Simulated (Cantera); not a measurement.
A closed system holds: 1 mol TiO₂, 18 mol HCl, 4 mol O₂, at 42.8 Torr.

Method: chemical equilibrium by Gibbs-energy minimisation in Cantera with the NASA 1993 tables (ideal gas, pure condensed phases). Candidate condensed phases: H₂O, Ti, TiCl₂, TiCl₃, TiCl₄, TiO, TiO₂, Ti₂O₃, Ti₃O₅, Ti₄O₇; 23 gas species. The numbers say what is thermodynamically allowed, not how fast it happens. All values below are at 1077 °C.

Base state: HCl 0.722, O₂ 0.157, H₂O 0.0558, Cl₂ 0.0471, Cl 0.0173, ClO 4.98e-5, OH 2.61e-5, HOCl 1.87e-5 (mole fractions); condensed: TiO₂(rutile).

**Question.** What changes in the equilibrium state with this change: pressure from 42.8 Torr to 0.225 Torr?

**Answer.** 
```json
[
 {"species": "HCl", "before": "0.722", "after": "0.721"},
 {"species": "O₂", "before": "0.157", "after": "0.158"},
 {"species": "Cl", "before": "0.0173", "after": "0.0744"},
 {"species": "Cl₂", "before": "0.0471", "after": "0.00456"},
 {"species": "H₂O", "before": "0.0558", "after": "0.0417"},
 {"species": "HOCl", "before": "1.87e-5", "after": "1.36e-6"},
 {"species": "OH", "before": "2.61e-5", "after": "8.38e-5"},
 {"species": "ClO", "before": "4.98e-5", "after": "1.55e-5"},
 {"species": "TiO₂(rutile), mol", "before": "1.000", "after": "1.000"}
]
```

**Question.** What changes in the equilibrium state with this change: O₂ from 4 to 0.28 mol?

**Answer.** 
```tsv
species	before	after
HCl	0.722	0.939
H₂O	0.0558	0.0263
Cl₂	0.0471	0.0205
O₂	0.157	0.00231
Cl	0.0173	0.0114
TiCl₄	1.87e-6	2.41e-5
ClO	4.98e-5	3.99e-6
HOCl	1.87e-5	2.95e-6
OH	2.61e-5	6.23e-6
TiO₂(rutile), mol	1.000	1.000
```
